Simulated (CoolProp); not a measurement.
Properties of cyclopentane along the isobar 256 bar (Tc = 511.7 K, pc = 45.83 bar, ω = 0.202).

Computed with CoolProp (reference Helmholtz-energy equation of state, Gedanitz 2015).

| T (K) | phase | density (kg/m³) | cv (kJ/(kg K)) | isothermal compressibility (1/MPa) | expansivity (1/kK) |
|---|---|---|---|---|---|
| 477 | liquid | 600.5 | 2.044 | 0.003851 | 1.617 |
| 482.6 | liquid | 595.1 | 2.068 | 0.004032 | 1.638 |
| 488.3 | liquid | 589.5 | 2.091 | 0.004226 | 1.660 |
| 493.9 | liquid | 584.0 | 2.114 | 0.004426 | 1.682 |
| 499.5 | liquid | 578.5 | 2.137 | 0.004636 | 1.704 |
| 505.1 | liquid | 573.0 | 2.160 | 0.004856 | 1.726 |
| 510.7 | liquid | 567.4 | 2.183 | 0.005088 | 1.749 |
| 516.3 | supercritical | 561.9 | 2.205 | 0.005332 | 1.772 |
| 521.9 | supercritical | 556.3 | 2.228 | 0.005588 | 1.796 |
| 527.5 | supercritical | 550.7 | 2.250 | 0.005857 | 1.820 |
| 533.2 | supercritical | 544.9 | 2.273 | 0.006144 | 1.845 |
| 538.8 | supercritical | 539.3 | 2.295 | 0.006442 | 1.871 |
| 544.4 | supercritical | 533.6 | 2.317 | 0.006754 | 1.896 |
| 550 | supercritical | 528.0 | 2.338 | 0.007082 | 1.922 |
